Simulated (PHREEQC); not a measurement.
Solution A (0.06 mol HF, 0.0028 mol NH4HF2 and 0.00094 mol (NH4)2SiF6 per kg of water) is mixed with solution B (0.05 mol/kgw NH4HF2) at 45 °C; shares are by mass of water, 1 kg in all. Oxygen alone is held at its pressure in air (log pO2 = -0.68). No CO2 enters from the air. Only these solids could form: Quartz.

Equilibrium calculation in PHREEQC: ion-association model, wateq4f.dat.

| share of solution B | pH | F- (mol/kgw) | HF2- (mol/kgw) |
|---|---|---|---|
| 0 | 2.37 | 0.00613 | 0.00133 |
| 0.1 | 2.53 | 0.00888 | 0.00191 |
| 0.2 | 2.67 | … | … |
| 0.3 | 2.78 | 0.0156 | 0.00323 |
| 0.4 | 2.88 | 0.0193 | 0.00389 |
| 0.5 | … | 0.0231 | 0.00453 |
| 0.6 | 3.04 | 0.0270 | … |
| 0.7 | … | 0.0310 | … |
| 0.8 | … | 0.0351 | … |
| 0.9 | 3.24 | 0.0392 | 0.00676 |
| 1 | 3.29 | 0.0434 | 0.00722 |

Task: Complete the blanks.

Result: 
- 0.2, F- (mol/kgw): 0.0121
- 0.2, HF2- (mol/kgw): 0.00256
- 0.5, pH: 2.97
- 0.6, HF2- (mol/kgw): 0.00514
- 0.7, pH: 3.11
- 0.7, HF2- (mol/kgw): 0.00571
- 0.8, pH: 3.18
- 0.8, HF2- (mol/kgw): 0.00626

wateq4f.dat counts part of the HF as a dimer, H2F2, which phreeqc.dat doesn't know; its constant is uncertain. Constants without temperature data keep their 25 °C values here. SiF6-2 is the database's only silicon fluoride.
